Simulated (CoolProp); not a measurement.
Toluene along the isotherm 433.1 K: Z from the reference equation and from simpler models built on Tc = 591.7 K, pc = 4126 kPa, ω = 0.266; each cubic takes its own stable root.

The numbers come from the reference Helmholtz-energy equation of state, Lemmon 2006 in CoolProp. It is a short technical equation, of lower accuracy than the large ones.

| p (kPa) | phase | reference |
|---|---|---|
| 476 | liquid | 0.01678 |
| 952 | liquid | 0.03351 |
| 1430 | liquid | 0.05026 |
| 1900 | liquid | 0.06669 |
| 2380 | liquid | 0.08342 |
| 2860 | liquid | 0.1001 |
| 3330 | liquid | 0.1164 |
| 3810 | liquid | 0.1330 |
| 4290 | liquid | 0.1496 |
| 4760 | liquid | 0.1658 |
| 5240 | liquid | 0.1823 |
| 5710 | liquid | 0.1984 |
| 6190 | liquid | 0.2148 |

**Question.** How far does each simpler model (van der Waals, Redlich-Kwong) lie from the reference over these 13 states: mean and median of the absolute difference, and the worst?

**Answer.** 
- van der Waals: mean 654.4 %, median 66.2 %, worst +5403.0 % at 433.1 K and 476 kPa
- Redlich-Kwong: mean 418.7 %, median 16.3 %, worst +5247.4 % at 433.1 K and 476 kPa

At some of these states van der Waals, Redlich-Kwong gives the other phase, because its saturation line lies elsewhere.
